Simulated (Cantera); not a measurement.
A Cantera script and its output.

```python
import numpy as np
import cantera as ct

gas = ct.Solution("gri30.yaml")
gas.TPX = 1625, 101325, {'CH4': 1, 'C2H6': 0.04, 'O2': 1.07, 'N2': 4.02}
reactor = ct.IdealGasReactor(gas, energy="on", clone=False)
net = ct.ReactorNet([reactor])
net.rtol, net.atol = 1e-08, 1e-16
show = ['CH4', 'C2H6', 'O2', 'CH2CO', 'C2H']
times = np.geomspace(4e-06, 0.7, 13)

steps = ct.SolutionArray(gas, extra=["t"])
rows = []
print(f"{'t/s':>10s}{'T/K':>9s}{'P/Pa':>11s}" + "".join(f"{s:>11s}" for s in show))
for t in times:
    while net.time < t:
        t_next = net.step()
        steps.append(gas.state, t=t_next)
    rows.append([np.interp(t, steps.t, y) for y in (steps.T, steps.P, *steps(*show).X.T)])
    print(f"{t:10.3e}{rows[-1][0]:9.1f}{rows[-1][1]:11.4g}" + "".join(f"{x:11.3e}" for x in rows[-1][2:]))
rate = np.gradient(steps.T, steps.t)
print("integrator steps:", len(steps.t))
if steps.T.max() > steps.T[0] + 200:
    print(f"time of steepest temperature rise: {steps.t[rate.argmax()]:.4e} s")
gas.TPX = 1625, 101325, {'CH4': 1, 'C2H6': 0.04, 'O2': 1.07, 'N2': 4.02}
gas.equilibrate("UV")
print(f"equilibrium (UV): T = {gas.T:.1f} K  " + "  ".join(f"{s} {gas[s].X[0]:.3e}" for s in show))
```

Result:

```
       t/s      T/K       P/Pa        CH4       C2H6         O2      CH2CO        C2H
 4.000e-06   1623.9  1.013e+05  1.631e-01  6.410e-03  1.745e-01  1.351e-10  9.610e-17
 1.094e-05   1622.2  1.012e+05  1.630e-01  6.213e-03  1.744e-01  1.116e-08  1.082e-14
 2.992e-05   1620.7  1.011e+05  1.621e-01  5.782e-03  1.739e-01  8.707e-07  1.553e-12
 8.181e-05   1636.8  1.024e+05  1.561e-01  5.149e-03  1.701e-01  4.004e-05  1.743e-10
 2.237e-04   2876.7  2.138e+05  1.136e-08  2.802e-17  9.937e-05  4.338e-10  5.837e-10
 6.119e-04   2819.4  2.104e+05  1.706e-11  9.172e-23  1.710e-04  7.723e-14  1.743e-15
 1.673e-03   2818.7  2.103e+05  1.718e-11  9.283e-23  1.699e-04  7.764e-14  1.748e-15
 4.576e-03   2818.6  2.103e+05  1.719e-11  9.296e-23  1.697e-04  7.769e-14  1.748e-15
 1.251e-02   2818.6  2.103e+05  1.719e-11  9.296e-23  1.697e-04  7.769e-14  1.748e-15
 3.422e-02   2818.6  2.103e+05  1.719e-11  9.296e-23  1.697e-04  7.769e-14  1.748e-15
 9.360e-02   2818.6  2.103e+05  1.719e-11  9.296e-23  1.697e-04  7.769e-14  1.748e-15
 2.560e-01   2818.6  2.103e+05  1.719e-11  9.296e-23  1.697e-04  7.769e-14  1.748e-15
 7.000e-01   2818.6  2.103e+05  1.719e-11  9.296e-23  1.697e-04  7.769e-14  1.748e-15
integrator steps: 1644
time of steepest temperature rise: 1.8188e-04 s
equilibrium (UV): T = 2818.6 K  CH4 1.936e-11  C2H6 1.155e-22  O2 1.697e-04  CH2CO 8.406e-14  C2H 1.886e-15
```

Computed with Cantera and GRI-Mech 3.0 (53 species, 325 reactions).
